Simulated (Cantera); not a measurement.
A closed system holds: 1 mol CuF₂, 0.85 mol H₂, at 2050 K and 13300 Pa.

Cantera equilibrium calculation (NASA polynomials, part measured and part estimated; ideal gas, pure solids and liquids). Candidate condensed phases: Cu, CuF₂; 15 gas species. The numbers say what is thermodynamically allowed, not how fast it happens.

Base state: HF 0.804, CuF 0.144, Cu 0.0508, H₂ 0.000972, Cu₂ 0.000248, CuF₂ 0.000197, H 0.000194, F 8.03e-5 (mole fractions); condensed: Cu(l).

**Question.** What changes in the equilibrium state with this change: H₂ from 0.85 to 0.35 mol?

**Answer.** 
| species | before | after |
|---|---|---|
| CuF | 0.144 | 0.423 |
| HF | 0.804 | 0.403 |
| CuF₂ | 0.000197 | 0.152 |
| F | 8.03e-5 | 0.0211 |
| Cu | 0.0508 | 0.000568 |
| H₂ | 0.000972 | 3.54e-9 |
| Cu₂ | 0.000248 | 3.10e-8 |
| H | 0.000194 | 3.70e-7 |
| Cu(l), mol | 0.588 | 0 |

**Question.** What changes in the equilibrium state with this change: H₂ from 0.85 to 0.26 mol?

**Answer.** 
```csv
species,before,after
CuF,0.144,0.369
HF,0.804,0.328
CuF₂,0.000197,0.261
F,8.03e-5,0.0415
Cu,0.0508,0.000252
H₂,0.000972,<1e-9
Cu₂,0.000248,6.08e-9
"Cu(l), mol",0.588,0
```

**Question.** What changes in the equilibrium state with this change: temperature from 2050 K to 1975 K?

**Answer.** 
```
species       before     after
----------  --------  --------
HF             0.804     0.827
CuF            0.144     0.146
Cu            0.0508    0.0255
H₂          0.000972  0.000353
H           0.000194   7.04e-5
Cu(l), mol     0.588     0.646
```
